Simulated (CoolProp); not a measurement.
Properties of R236FA at several states.

The numbers come from the reference Helmholtz-energy equation of state, Pan 2012 in CoolProp.

```
T (K)  p (bar)   phase  density (kg/m³)  cv (kJ/(kg K))  expansivity (1/kK)  fugacity coefficient
-----  -------  ------  ---------------  --------------  ------------------  --------------------
303.4     6.39  liquid                …          0.8676                   …                0.4642
200.3     5.03  liquid                …               …                   …                     …
199.5     60.3  liquid             1663          0.8297               1.588                     …
361.9     0.11     gas           0.5568               …               2.780                0.9983
```

Question: What belongs in the gaps?

Answer: 
- 303.4, density (kg/m³): 1343
- 303.4, expansivity (1/kK): 2.633
- 200.3, density (kg/m³): 1653
- 200.3, cv (kJ/(kg K)): 0.8252
- 200.3, expansivity (1/kK): 1.646
- 200.3, fugacity coefficient: 0.002683
- 199.5, fugacity coefficient: 0.0002829
- 361.9, cv (kJ/(kg K)): 0.8704
